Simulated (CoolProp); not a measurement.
A Linde-Hampson liquefier for carbon monoxide: isothermal reversible compression at 250 K from 1 atm to 15 MPa, throttling to 1 atm, return gas leaving the recuperator 10 K below the feed. Each further row changes one setting.

Values from CoolProp's reference Helmholtz-energy equation of state, Lemmon 2006. It is a short technical equation, of lower accuracy than the large ones.

```json
[
 {"case": "as stated", "liquid yield per pass": "0.096", "compression work (kJ/kg of gas)": "363"},
 {"case": "high pressure 30 MPa", "liquid yield per pass": "0.144", "compression work (kJ/kg of gas)": "415"},
 {"case": "warm-end temperature 280 K", "liquid yield per pass": "0.063", "compression work (kJ/kg of gas)": "412"},
 {"case": "warm-end gap 15 K", "liquid yield per pass": "0.083", "compression work (kJ/kg of gas)": "363"}
]
```
